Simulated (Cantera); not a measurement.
Mixture: CH4 : O2 : N2 : CO2 = 1 : 2.94 : 18 : 3.4 (molar parts), equivalence ratio 0.68, at 35.0 bar, adiabatic and at constant volume. Ignition delay is the time to a rise of 400 K.

Cantera simulation using GRI-Mech 3.0 (53 species, 325 reactions); the numbers are that mechanism's predictions, not measurements. The pressure lies above the range GRI-Mech 3.0 was tuned for (to about 10 atm).

**Question.** Predict: delay at 1100 K; delay at 1150 K; delay at 1200 K; delay at 1250 K; delay at 1300 K; delay at 1350 K; apparent activation energy between 1250 and 1350 K.

**Answer.** 
| Quantity | Value |
|---|---|
| delay at 1100 K | 6.90 ms |
| delay at 1150 K | 3.44 ms |
| delay at 1200 K | 1.83 ms |
| delay at 1250 K | 1.03 ms |
| delay at 1300 K | 0.606 ms |
| delay at 1350 K | 0.369 ms |
| apparent activation energy between 1250 and 1350 K | 140 kJ/mol |
